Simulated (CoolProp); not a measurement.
Vapour-liquid equilibrium of CHF3 (R23) (1) + R143a (2) at 0.0244 MPa; x and y are mole fractions of (1).

Model: multi-fluid Helmholtz-energy mixture model, Penoncello 2003 and Lemmon and Jacobsen 2000; pair parameters Bell 2016, in CoolProp.

| x | bubble temperature, mixture model (K) | bubble temperature, Raoult's law (K) | y, mixture model | y, Raoult's law |
|---|---|---|---|---|
| 0.05 | 196.5 | 195.8 | 0.233 | 0.270 |
| 0.125 | 191.9 | 191.0 | [?] | 0.515 |
| 0.2 | 187.9 | 187.3 | 0.646 | 0.660 |
| 0.275 | [?] | 184.3 | 0.753 | 0.754 |
| 0.35 | 181.7 | 181.8 | 0.823 | 0.818 |
| 0.425 | 179.3 | 179.6 | 0.871 | 0.864 |
| 0.5 | 177.4 | 177.8 | 0.905 | 0.898 |
| 0.575 | 175.8 | 176.2 | 0.929 | 0.924 |
| 0.65 | [?] | 174.8 | 0.947 | 0.945 |
| 0.725 | 173.2 | 173.5 | 0.962 | 0.961 |
| 0.8 | 172.1 | 172.3 | 0.974 | 0.975 |
| 0.875 | 171.2 | 171.3 | 0.984 | 0.986 |
| 0.95 | 170.3 | 170.3 | 0.994 | 0.995 |

### Question
Fill in the missing entries.

### Answer

- 0.125, y, mixture model: 0.483
- 0.275, bubble temperature, mixture model (K): 184.5
- 0.65, bubble temperature, mixture model (K): 174.4

The largest gap from Raoult's law is +0.9 K in bubble temperature, at x = 0.125. No azeotrope shows between x = 0.05 and 0.95.

Pair parameters are fitted to limited data, so mixtures are less certain than the pure fluids. The gap from Raoult's law changes sign with composition, which may be real or a fault of the pair parameters; it wasn't checked against measurements.
